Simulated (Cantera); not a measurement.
Charge: 1 mol borazine, 0.076 mol O2, 2.8 mol H2O, equilibrated at 0.0100 bar.

Equilibrium computed with Cantera from the NASA thermochemical tables; the gas is ideal and each condensed phase is pure. Candidate condensed phases: B, BN, B2O3, B3O3H3, H2O; 39 gas species. The feed counts by its element totals alone. Mutual solubility and eutectic melting of coexisting phases are not modelled. Kinetics and transport are ignored.

Task: Which condensed phases are stable at each of these points (T (°C)): 577, 652, 727, 802, 877, 952, 1027, 1102, 1177, 1252, 1327, 1402, 1477?

Result: 
```csv
T (°C),condensed phases,B condensed (%)
577,BN(s) + B2O3(l),100.0
652,BN(s) + B2O3(l),100.0
727,BN(s) + B2O3(l),100.0
802,BN(s) + B2O3(l),100.0
877,BN(s) + B2O3(l),100.0
952,BN(s) + B2O3(l),99.9
1027,BN(s) + B2O3(l),99.8
1102,BN(s) + B2O3(l),99.4
1177,BN(s) + B2O3(l),98.3
1252,BN(s) + B2O3(l),95.0
1327,BN(s) + B2O3(l),84.8
1402,BN(s) + B2O3(l),50.8
1477,BN(s),24.3
```

From 577 °C to 1402 °C the condensed part is BN(s) + B2O3(l). At 1477 °C the condensed part is BN(s).
